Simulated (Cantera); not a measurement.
A closed system holds: 1 mol MgSO4, 0.016 mol C, 0.031 mol H2O, 8.6 mol CO2, at 850 K and 128 Torr.

Cantera equilibrium calculation (NASA polynomials, part measured and part estimated; ideal gas, pure solids and liquids). Candidate condensed phases: C, C6H6, C7H8, C8H18, H2O, H2SO4, Mg, MgCO3, MgO, Mg(OH)2, MgS, MgSO4, S; 130 gas species. The numbers say what is thermodynamically allowed, not how fast it happens.

Base state: CO2 0.993, SO2 0.00369, H2O 0.00357 (mole fractions); condensed: MgO(s) + MgSO4(s).

Q: What changes in the equilibrium state with this change: 1.1 mol CH4 added?

A: 
```tsv
species	before	after
CO2	0.993	0.780
H2O	0.00357	0.0998
H2S	<1e-9	0.0765
H2	1.09e-9	0.0104
CO	9.95e-8	0.0266
COS	<1e-9	0.00633
S2	<1e-9	0.000387
MgO(s), mol	0.0320	1.00
MgSO4(s), mol	0.968	0
```
Gases not in the tables: S3 to S7.

Q: What changes in the equilibrium state with this change: temperature from 850 K to 2273 K?

A: 
| species | before | after |
|---|---|---|
| CO2 | 0.993 | 0.756 |
| SO2 | 0.00369 | 0.0942 |
| O2 | <1e-9 | 0.0773 |
| CO | 9.95e-8 | 0.0646 |
| Mg | <1e-9 | 4.22e-5 |
| O | <1e-9 | 0.00286 |
| OH | <1e-9 | 0.00121 |
| SO | <1e-9 | 0.00108 |
| H | <1e-9 | 0.000120 |
| H2 | 1.09e-9 | 3.49e-5 |
| MgO(s), mol | 0.0320 | 0.999 |
| MgSO4(s), mol | 0.968 | 0 |
